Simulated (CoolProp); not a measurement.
Vapour pressure (kPa) of R1233zd(E): the reference equation beside estimates from Tc = 438.9 K, pc = 3583 kPa, ω = 0.304. Clausius-Clapeyron is anchored at 352.3 K with a constant enthalpy of vaporisation of 20.75 kJ/mol.

Values from CoolProp's reference Helmholtz-energy equation of state, Akasaka 2022.

| T (K) | reference | Lee-Kesler | Clausius-Clapeyron | Soave-Redlich-Kwong |
|---|---|---|---|---|
| 338.2 | 449.3 | 452.2 | 480.1 | 453.1 |
| 341.8 | 494.2 | 497.6 | 518.9 | 498.9 |
| 345.3 | 541.2 | 544.9 | 558.7 | 546.7 |
| 348.8 | 591.4 | … | 600.7 | 597.9 |
| 352.3 | 645.0 | 649.4 | 645.0 | 652.6 |
| 355.8 | 702.2 | … | 691.5 | 711.0 |
| 359.3 | 763.2 | … | 740.4 | 773.3 |
| 362.8 | 828.0 | 833.2 | 791.8 | 839.5 |
| 366.3 | 896.9 | 902.2 | 845.5 | … |
| 369.8 | 970.0 | 975.4 | 901.9 | 984.4 |
| 373.3 | 1048 | 1053 | 960.8 | 1064 |

### Question
Complete the blanks.

### Answer

- 348.8, Lee-Kesler: 595.5
- 355.8, Lee-Kesler: 706.9
- 359.3, Lee-Kesler: 768.2
- 366.3, Soave-Redlich-Kwong: 909.8

Absolute difference from the reference over all 11 rows, mean and median: Lee-Kesler 0.6 and 0.7 %, Clausius-Clapeyron 4.2 and 4.4 %, Soave-Redlich-Kwong 1.2 and 1.3 %.
